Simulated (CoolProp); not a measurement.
Model: reference Helmholtz-energy equation of state, Lemmon 2006, in CoolProp. It is a short technical equation, of lower accuracy than the large ones.

Question: Give the vapour pressure (MPa), vapour density (kg/m³), surface tension (mN/m), liquid conductivity (mW/(m K)) of saturated C2F6 (R116) at -52.05, -40.75, -36.95 °C.

Answer: 
```csv
T (°C),p (MPa),vapour density (kg/m³),surface tension (mN/m),liquid conductivity (mW/(m K))
-52.05,0.341,28.6,7.58,65.8
-40.75,0.526,43.9,6.15,61.3
-36.95,0.602,50.3,5.68,59.8
```

Thermal conductivity comes from a separate model (Huber 2003), an estimate that may be off by 10 % or more. Surface tension comes from a separate correlation (Mulero 2012).
